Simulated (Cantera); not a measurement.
A closed system holds: 1 mol C₂H₂, 0.046 mol CO₂, 6.7 mol H₂, 0.3 mol H₂O, held at 9.50 mbar.

These are equilibrium values from Cantera (NASA tables, ideal gas, pure condensed phases), not measurements of a reactor. Candidate condensed phases: C, C₆H₆, C₇H₈, C₈H₁₈, H₂O; 110 gas species. Kinetics and transport are ignored.

### Question
What share of the C ends up in condensed phases as a function of T (°C), at 1825, 1875, 1925, 1975, 2025, 2075, 2125, 2175, 2225, 2275, 2325, 2375, 2425, 2475?

### Answer
| T (°C) | C condensed (%) | as |
|---|---|---|
| 1825 | 79.7 | C(graphite) |
| 1875 | 79.4 | C(graphite) |
| 1925 | 78.9 | C(graphite) |
| 1975 | 78.3 | C(graphite) |
| 2025 | 77.6 | C(graphite) |
| 2075 | 76.8 | C(graphite) |
| 2125 | 75.8 | C(graphite) |
| 2175 | 74.7 | C(graphite) |
| 2225 | 73.3 | C(graphite) |
| 2275 | 71.7 | C(graphite) |
| 2325 | 69.9 | C(graphite) |
| 2375 | 67.7 | C(graphite) |
| 2425 | 65.0 | C(graphite) |
| 2475 | 61.3 | C(graphite) |
